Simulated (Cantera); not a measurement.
Charge: 1 mol SiF₄, 1.6 mol NH₃, 20 mol H₂, held at 0.133 bar.

Equilibrium computed with Cantera from the NASA thermochemical tables; the gas is ideal and each condensed phase is pure. Candidate condensed phases: Si, Si₃N₄; 37 gas species. The tables' values for SiF₃, SiF₂ are old estimates; treat these amounts as uncertain. Equilibrium is a limit: real reactors are often held back by kinetics, nucleation or transport.

x: gas mole fraction; n: condensed amount in mol.

```
T (K)   x H₂  x SiF₄    x N₂     x HF    x SiF₃  n Si₃N₄(s)
-----  -----  ------  ------  -------  --------  ----------
1175   0.925  0.0404  0.0330  0.00129  0.000103    0.000915
1225   0.924  0.0400  0.0330  0.00169  0.000221     0.00101
1275   0.924  0.0395  0.0330        …  0.000446    0.000950
1325   0.923  0.0388  0.0330        …  0.000848           …
1375   0.922  0.0379  0.0330  0.00350   0.00149           0
1425   0.921  0.0368  0.0330  0.00466   0.00234           0
1475   0.920  0.0353  0.0330  0.00616   0.00347           0
1525   0.918  0.0336  0.0330  0.00806   0.00490           0
1575   0.915  0.0315  0.0329   0.0104   0.00662           0
1625   0.913  0.0290  0.0329   0.0133   0.00857           0
```

Q: Complete the blanks.

A: 
- 1275, x HF: 0.00218
- 1325, x HF: 0.00275
- 1325, n Si₃N₄(s): 0.000568
